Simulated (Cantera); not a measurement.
Input: 1 mol Fe(CO)5, 0.16 mol O2, 36 mol H2, equilibrated at 1.33 mbar.

Method: chemical equilibrium by Gibbs-energy minimisation in Cantera with the NASA 1993 tables (ideal gas, pure condensed phases). Candidate condensed phases: C, C6H6, C7H8, C8H18, Fe, Fe(CO)5, FeO, Fe(OH)2, Fe(OH)3, Fe2O3, Fe3O4, H2O; 114 gas species. Condensed phases not in the tables: cementite and carbon dissolved in iron. Rates play no part.

x: gas mole fraction; n: condensed amount in mol.

| T (K) | x H2 | x CO | x H2O | x CO2 | x CH4 | x H | n C(graphite) | n Fe(α) |
|---|---|---|---|---|---|---|---|---|
| 748 | 0.873 | 0.103 | 0.0116 | 0.00851 | [?] | 7.37e-12 | 0.355 | 1.00 |
| 773 | 0.872 | 0.115 | 0.00639 | 0.00433 | [?] | 2.32e-11 | 0.0299 | 1.00 |
| 798 | 0.872 | 0.118 | 0.00550 | 0.00319 | [?] | 6.82e-11 | 0 | 1.00 |
| 823 | 0.873 | 0.119 | 0.00544 | 0.00269 | [?] | 1.88e-10 | 0 | 1.00 |
| 848 | 0.872 | 0.120 | 0.00557 | 0.00236 | [?] | 4.87e-10 | 0 | 1.00 |
| 873 | 0.872 | 0.120 | 0.00575 | 0.00211 | [?] | 1.20e-9 | 0 | 1.00 |
| 898 | 0.872 | 0.120 | 0.00593 | 0.00190 | [?] | 2.80e-9 | 0 | 1.00 |
| 923 | 0.872 | 0.120 | 0.00610 | 0.00172 | [?] | 6.26e-9 | 0 | 1.00 |
| 948 | 0.872 | 0.120 | 0.00625 | 0.00156 | [?] | 1.34e-8 | 0 | 1.00 |

Q: Some entries are withheld; supply them.

A: 
- 748, x CH4: 0.00337
- 773, x CH4: 0.00215
- 798, x CH4: 0.000867
- 823, x CH4: 0.000319
- 848, x CH4: 0.000120
- 873, x CH4: 4.70e-5
- 898, x CH4: 1.93e-5
- 923, x CH4: 8.35e-6
- 948, x CH4: 3.77e-6
